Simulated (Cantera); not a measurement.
# Transport properties of process gases

Gas mixture: N₂ : N₂O = 0.74 : 0.22 (molar parts), at 0.735 Torr, frozen composition.

Cantera's kinetic-theory transport with the Lennard-Jones parameters of GRI-Mech 3.0, ideal gas; thermal conductivity in the multicomponent form. The composition is frozen, though it would react at the higher temperatures.

```json
[
 {"T (K)": "400", "ρ (kg/m³)": "0.000934", "cp (J/kg/K)": "1022", "μ (µPa s)": "21.6", "λ (mW/m/K)": "31.0", "Pr": "0.712", "D (cm²/s) O": "519", "D (cm²/s) N₂": "273", "D (cm²/s) NH₃": "365"},
 {"T (K)": "500", "ρ (kg/m³)": "0.000747", "cp (J/kg/K)": "1053", "μ (µPa s)": "25.5", "λ (mW/m/K)": "37.5", "Pr": "0.714", "D (cm²/s) O": "762", "D (cm²/s) N₂": "405", "D (cm²/s) NH₃": "555"},
 {"T (K)": "600", "ρ (kg/m³)": "0.000622", "cp (J/kg/K)": "1083", "μ (µPa s)": "29.0", "λ (mW/m/K)": "43.9", "Pr": "0.716", "D (cm²/s) O": "1040", "D (cm²/s) N₂": "556", "D (cm²/s) NH₃": "775"},
 {"T (K)": "700", "ρ (kg/m³)": "0.000533", "cp (J/kg/K)": "1113", "μ (µPa s)": "32.3", "λ (mW/m/K)": "50.2", "Pr": "0.717", "D (cm²/s) O": "1350", "D (cm²/s) N₂": "725", "D (cm²/s) NH₃": "1020"},
 {"T (K)": "800", "ρ (kg/m³)": "0.000467", "cp (J/kg/K)": "1143", "μ (µPa s)": "35.5", "λ (mW/m/K)": "56.5", "Pr": "0.717", "D (cm²/s) O": "1690", "D (cm²/s) N₂": "910", "D (cm²/s) NH₃": "1300"},
 {"T (K)": "900", "ρ (kg/m³)": "0.000415", "cp (J/kg/K)": "1172", "μ (µPa s)": "38.4", "λ (mW/m/K)": "62.7", "Pr": "0.718", "D (cm²/s) O": "2060", "D (cm²/s) N₂": "1110", "D (cm²/s) NH₃": "1590"},
 {"T (K)": "1000", "ρ (kg/m³)": "0.000373", "cp (J/kg/K)": "1197", "μ (µPa s)": "41.2", "λ (mW/m/K)": "68.7", "Pr": "0.718", "D (cm²/s) O": "2450", "D (cm²/s) N₂": "1330", "D (cm²/s) NH₃": "1910"},
 {"T (K)": "1100", "ρ (kg/m³)": "0.000339", "cp (J/kg/K)": "1215", "μ (µPa s)": "43.9", "λ (mW/m/K)": "74.4", "Pr": "0.718", "D (cm²/s) O": "2870", "D (cm²/s) N₂": "1560", "D (cm²/s) NH₃": "2260"},
 {"T (K)": "1200", "ρ (kg/m³)": "0.000311", "cp (J/kg/K)": "1232", "μ (µPa s)": "46.5", "λ (mW/m/K)": "79.9", "Pr": "0.718", "D (cm²/s) O": "3320", "D (cm²/s) N₂": "1800", "D (cm²/s) NH₃": "2620"}
]
```
D: mixture-averaged diffusion coefficient of that species in the mixture.
